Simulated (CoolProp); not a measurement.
Vapour-liquid equilibrium of R152A (1) + R134a (2) at 0.000897 MPa; x and y are mole fractions of (1).

Computed with CoolProp (multi-fluid Helmholtz-energy mixture model, Outcalt 1996 and Tillner-Roth 1994; pair parameters Lemmon 2004).

| x | bubble temperature (K) | y at the bubble point | dew temperature at overall composition x (K) | liquid density (mol/L) |
|---|---|---|---|---|
| 0.05 | 177.9 | [?] | 178.1 | [?] |
| 0.2 | 178.6 | [?] | 178.8 | 15.79 |
| 0.35 | [?] | 0.306 | 179.1 | 16.09 |
| 0.5 | 179.2 | 0.498 | 179.2 | 16.39 |
| 0.65 | 179.1 | 0.694 | 179.1 | 16.71 |
| 0.8 | 178.5 | 0.859 | 178.8 | 17.03 |
| 0.95 | 177.8 | 0.973 | 178.0 | [?] |

Complete the blanks.


- 0.05, y at the bubble point: 0.030
- 0.05, liquid density (mol/L): 15.49
- 0.2, y at the bubble point: 0.146
- 0.35, bubble temperature (K): 179.0
- 0.95, liquid density (mol/L): 17.33

y crosses x between x = 0.5 and 0.65: the model has an azeotrope there.

The pair parameters rest on a limited set of measurements; away from them the model extrapolates.
